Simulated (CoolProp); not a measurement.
R407C at 293.15 K and 12.3 MPa is throttled through a valve to 2.85 MPa with no heat exchange. Each further row changes one setting.

The numbers come from the reference Helmholtz-energy equation of state, Lemmon 2003 in CoolProp. It is a pseudo-pure fit of the blend.

```json
[
 {"case": "as stated", "temperature change (K)": "+0.6", "final phase": "liquid", "final density (kg/m³)": "1170"},
 {"case": "outlet pressure 0.855 MPa", "temperature change (K)": "…", "final phase": "…", "final density (kg/m³)": "…"},
 {"case": "outlet pressure 3.71 MPa", "temperature change (K)": "+0.6", "final phase": "liquid", "final density (kg/m³)": "1170"}
]
```

### Question
Some entries are withheld; supply them.

### Answer

- outlet pressure 0.855 MPa, temperature change (K): -6.4
- outlet pressure 0.855 MPa, final phase: two-phase, vapour fraction 0.054
- outlet pressure 0.855 MPa, final density (kg/m³): 437
